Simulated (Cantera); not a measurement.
A perfectly stirred reactor is fed with CH₄ : H₂ : O₂ = 0.019 : 1 : 0.049 (molar parts), at 35.3 Torr; it is held at 2600 K, and followed from long to short residence time.

Computed with Cantera and GRI-Mech 3.0 (53 species, 325 reactions). Radical loss at walls, strong at low pressure, is not modelled. The temperature is held fixed by assumption; the heat of reaction is taken as removed at once.

One state of this run: x CH₄ = 4.51e-6; x H₂ = 0.799; x O₂ = 1.20e-5; x C₂H₂ = 1.61e-7; x C₂H₆ = <1e-12; x CO = 0.0167; x HO₂ = 4.32e-9. x: mole fraction; the columns are a selection and need not sum to one.

**Question.** Which value of τ (s) does it belong to?
(A) 0.072
(B) 0.15
(C) 0.0036
(D) 0.0076

**Answer.** A, 0.072
